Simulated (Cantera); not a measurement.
Charge: 1 mol Si, 3.9 mol H2, 2.4 mol Cl2, held at 898 K and 6980 Torr.

These are equilibrium values from Cantera (NASA tables, ideal gas, pure condensed phases), not measurements of a reactor. Candidate condensed phases: Si; 19 gas species. Rates play no part.

Base state: H2 0.658, SiCl4 0.186, HCl 0.153, SiHCl3 0.00223 (mole fractions); condensed: gas only.

Task: What changes in the equilibrium state with this change: Cl2 from 2.4 to 2.7 mol?

Result: 
```
species   before    after
-------  -------  -------
H2         0.658    0.570
HCl        0.153    0.251
SiCl4      0.186    0.177
SiHCl3   0.00223  0.00112
```

Task: What changes in the equilibrium state with this change: Cl2 from 2.4 to 0.69 mol?

Result: 
```tsv
species	before	after
H2	0.658	0.900
SiHCl3	0.00223	0.0510
SiCl4	0.186	0.0407
HCl	0.153	0.00200
SiH3Cl	<1e-9	0.000175
SiH2Cl2	2.52e-6	0.00604
Si(s), mol	0	0.591
```
The tables' values for SiCl3 are old estimates; treat these amounts as uncertain.
